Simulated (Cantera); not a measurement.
Input: 1 mol Si3N4, 0.0026 mol O2, 14 mol N2, held at 1625 °C and 1400 Pa.

Cantera equilibrium calculation (NASA polynomials, part measured and part estimated; ideal gas, pure solids and liquids). Candidate condensed phases: Si, SiO2, Si2N2O, Si3N4; 16 gas species. The tables' values for SiN are old estimates; treat these amounts as uncertain. Rates play no part.

Base state: N2 0.999, Si 0.000879, SiO 0.000325, Si2N 5.07e-5, SiN 3.50e-5 (mole fractions); condensed: Si(l).

Task: What changes in the equilibrium state with this change: pressure from 1400 Pa to 1000 Pa?

Result: 
| species | before | after |
|---|---|---|
| N2 | 0.999 | 0.998 |
| Si | 0.000879 | 0.00123 |
| SiO | 0.000325 | 0.000324 |
| Si2N | 5.07e-5 | 6.00e-5 |
| SiN | 3.50e-5 | 4.14e-5 |
| Si(l), mol | 2.98 | 2.97 |

Task: What changes in the equilibrium state with this change: O2 from 0.0026 to 2.7 mol?

Result: 
| species | before | after |
|---|---|---|
| N2 | 0.999 | 0.964 |
| SiO | 0.000325 | 0.0361 |
| Si | 0.000879 | 1.53e-8 |
| Si2N | 5.07e-5 | <1e-9 |
| SiN | 3.50e-5 | <1e-9 |
| Si(l), mol | 2.98 | 0 |
| SiO2(condensed), mol | 0 | 2.40 |
The tables hold silica as quartz up to 1696 K and as liquid above; real silica turns to tridymite and cristobalite and melts near 1996 K.

Task: What changes in the equilibrium state with this change: pressure from 1400 Pa to 68.0 Pa?

Result: 
```json
[
 {"species": "N2", "before": "0.999", "after": "0.981"},
 {"species": "Si", "before": "0.000879", "after": "0.0181"},
 {"species": "SiO", "before": "0.000325", "after": "0.000319"},
 {"species": "Si2N", "before": "5.07e-5", "after": "0.000228"},
 {"species": "Si2", "before": "7.03e-6", "after": "0.000145"},
 {"species": "Si3", "before": "1.59e-6", "after": "3.27e-5"},
 {"species": "Si(l), mol", "before": "2.98", "after": "2.68"}
]
```
